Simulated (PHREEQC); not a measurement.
A solution holds 0.048 mol/kgw NaHSO4, 0.079 mol/kgw Na2SO4 and 0.9 mol/kgw NaCl, at 70 °C. Closed to the air; pH follows from the charge balance.

Equilibrium calculation in PHREEQC: ion-association model, phreeqc.dat.

Each row changes one thing in this solution. No solid was allowed to form.

```json
[
 {"case": "as made", "pH": "1.89", "ionic strength (mol/kgw)": "1.12", "Na+ (mol/kgw)": "1.06", "SO4-2 (mol/kgw)": "0.0489", "NaSO4- (mol/kgw)": "0.0478", "HSO4- (mol/kgw)": "0.0302"},
 {"case": "temperature from 70 to 10 °C", "pH": "1.65", "ionic strength (mol/kgw)": "1.15", "Na+ (mol/kgw)": "1.06", "SO4-2 (mol/kgw)": "0.0599", "NaSO4- (mol/kgw)": "0.0494", "HSO4- (mol/kgw)": "[?]"},
 {"case": "temperature from 70 to 15 °C", "pH": "1.66", "ionic strength (mol/kgw)": "1.15", "Na+ (mol/kgw)": "1.06", "SO4-2 (mol/kgw)": "[?]", "NaSO4- (mol/kgw)": "0.0497", "HSO4- (mol/kgw)": "0.0185"},
 {"case": "NaCl left out", "pH": "2.22", "ionic strength (mol/kgw)": "0.262", "Na+ (mol/kgw)": "0.187", "SO4-2 (mol/kgw)": "[?]", "NaSO4- (mol/kgw)": "0.0193", "HSO4- (mol/kgw)": "0.0403"},
 {"case": "NaHSO4 left out", "pH": "6.54", "ionic strength (mol/kgw)": "1.06", "Na+ (mol/kgw)": "1.02", "SO4-2 (mol/kgw)": "0.0404", "NaSO4- (mol/kgw)": "0.0386", "HSO4- (mol/kgw)": "5.84e-7"}
]
```

Task: What belongs in the gaps?

Result: 
- temperature from 70 to 10 °C, HSO4- (mol/kgw): 0.0177
- temperature from 70 to 15 °C, SO4-2 (mol/kgw): 0.0588
- NaCl left out, SO4-2 (mol/kgw): 0.0675

The ionic strength passes 0.7 mol/kgw, the rough limit of the ion-association models, in as made; temperature from 70 to 10 °C; temperature from 70 to 15 °C; NaHSO4 left out. Away from 25 °C the constants follow the database's enthalpies or fits; those with neither stay at their 25 °C values.
